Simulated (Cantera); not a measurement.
Diamond growth

A diamond (100) surface in a fixed gas of H2 with x(CH4) = 0.009, x(H) = 0.0018, x(CH3) = 8.2e-05, at 1075 K; coverages are run to steady state.

Cantera simulation using the Harris–Goodwin 1993 mechanism for the reconstructed diamond (100) surface; the numbers are that mechanism's predictions, not measurements.

```tsv
P (Pa)	growth (µm/h)	θ c6HH	θ c6H*	θ c6*H	θ c6**	θ c6HM
440	0.0397	0.534	0.0251	0.422	0.0146	0.00226
850	0.120	0.533	0.0250	0.421	0.0146	0.00390
1600	0.336	0.531	0.0250	0.420	0.0145	0.00613
3200	0.963	0.529	0.0249	0.418	0.0145	0.00906
6100	2.34	0.527	0.0248	0.416	0.0144	0.0117
12000	5.43	0.525	0.0247	0.415	0.0144	0.0140
23000	11.4	0.524	0.0247	0.414	0.0143	0.0154
44000	23.1	0.524	0.0247	0.413	0.0143	0.0163
```
θ: site fractions in the mechanism's names (c6HH fully hydrogenated, c6H* and c6*H radical sites, c6** diradical, c6HM methylated).
